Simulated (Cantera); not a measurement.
A closed system holds: 1 mol SiH₄, 1.1 mol HCl, 820 mol H₂, equilibrated at 752 °C and 0.850 bar.

These are equilibrium values from Cantera (NASA tables, ideal gas, pure condensed phases), not measurements of a reactor. Candidate condensed phases: Si; 19 gas species. Equilibrium is a limit: real reactors are often held back by kinetics, nucleation or transport.

Base state: H₂ 0.999, HCl 0.00119, SiHCl₃ 2.54e-5, SiH₂Cl₂ 2.03e-5 (mole fractions); condensed: Si(s).

**Question.** What changes in the equilibrium state with this change: temperature from 752 °C to 575 °C?

**Answer.** 
| species | before | after |
|---|---|---|
| H₂ | 0.999 | 0.999 |
| HCl | 0.00119 | 0.000409 |
| SiHCl₃ | 2.54e-5 | 0.000196 |
| SiCl₄ | 3.54e-6 | 4.93e-5 |
| SiH₂Cl₂ | 2.03e-5 | 6.82e-5 |
| Si(s), mol | 0.953 | 0.737 |
